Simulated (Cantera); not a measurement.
A closed system holds: 1 mol C2H4, 0.06 mol CO2, a varied amount of H2, held at 598 K and 1.10 bar.

Equilibrium computed with Cantera from the NASA thermochemical tables; the gas is ideal and each condensed phase is pure. Candidate condensed phases: C, C6H6, C7H8, C8H18, H2O; 110 gas species. The numbers say what is thermodynamically allowed, not how fast it happens.

x: gas mole fraction; n: condensed amount in mol.

| n(H2) (mol) | x H2 | x CH4 | x H2O | x CO2 | n C(graphite) |
|---|---|---|---|---|---|
| 1.8 | 0.0882 | 0.854 | 0.0575 | 0.000502 | 0.308 |
| 2.5 | 0.107 | 0.844 | 0.0488 | 0.000164 | 0 |
| 3.6 | 0.384 | 0.582 | 0.0339 | 3.31e-7 | 0 |
| 5.1 | … | … | … | … | 0 |
| 7.2 | 0.695 | 0.289 | 0.0168 | 3.77e-9 | 0 |
| 10 | 0.781 | 0.207 | 0.0121 | 8.76e-10 | 0 |
| 14 | 0.844 | 0.148 | 0.00861 | 2.33e-10 | 0 |
| 21 | 0.896 | … | … | … | 0 |
| 29 | 0.925 | 0.0712 | 0.00415 | 1.80e-11 | 0 |

**Question.** Complete the blanks.

**Answer.** 
- 5.1, x H2: 0.567
- 5.1, x CH4: 0.409
- 5.1, x H2O: 0.0238
- 5.1, x CO2: 2.41e-8
- 21, x CH4: 0.0984
- 21, x H2O: 0.00573
- 21, x CO2: 5.41e-11
